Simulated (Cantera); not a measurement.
**Premixed flame**

A freely propagating, adiabatic, planar premixed flame of CO : H2 : CH4 : O2 : N2 = 1 : 0.35 : 0.18 : 0.863 : 3.24 (molar parts), equivalence ratio 1.2, unburnt at 350 K and 750 Torr; mixture-averaged transport, grid criteria slope 0.08 and curve 0.16, no radiation.

Model: GRI-Mech 3.0 (53 species, 325 reactions), integrated in Cantera. Burning velocities carry a grid error of a few per cent, more on coarse grids.

```csv
z (mm),T (K),u (m/s),x CO,x H2,x CH4,x NO2,x NO,x C2H4
-1.04,350,1.14,0.178,0.0621,0.0320,<1e-8,<1e-8,<1e-8
-0.693,350,1.14,0.178,0.0619,0.0320,<1e-8,<1e-8,<1e-8
-0.520,350,1.14,0.178,0.0614,0.0320,<1e-8,<1e-8,<1e-8
-0.347,352,1.14,0.178,0.0593,0.0320,<1e-8,<1e-8,<1e-8
-0.173,503,1.62,0.177,0.0493,0.0306,<1e-8,4.67e-8,8.69e-7
-0.0867,915,2.93,0.172,0.0395,0.0227,<1e-8,4.13e-7,8.76e-6
0,1384,4.42,0.163,0.0284,0.00677,<1e-8,1.67e-6,1.42e-5
0.0867,1613,5.12,0.141,0.0183,0.000456,<1e-8,4.21e-6,6.90e-7
0.173,1710,5.37,0.120,0.0150,1.35e-5,<1e-8,7.33e-6,<1e-8
0.347,1822,5.64,0.0982,0.0153,1.19e-8,<1e-8,1.32e-5,<1e-8
0.693,1938,5.95,0.0887,0.0153,<1e-8,<1e-8,2.20e-5,<1e-8
1.39,2058,6.26,0.0844,0.0138,<1e-8,<1e-8,3.41e-5,<1e-8
2.77,2166,6.54,0.0791,0.0120,<1e-8,<1e-8,5.24e-5,<1e-8
```
x: mole fraction of selected species; z is measured from the peak of heat release.

```yaml
laminar_burning_velocity: 114 cm/s
thermal_thickness: 0.347 mm
peak x(C2H4): 1.71e-5
grid_points: 151
```
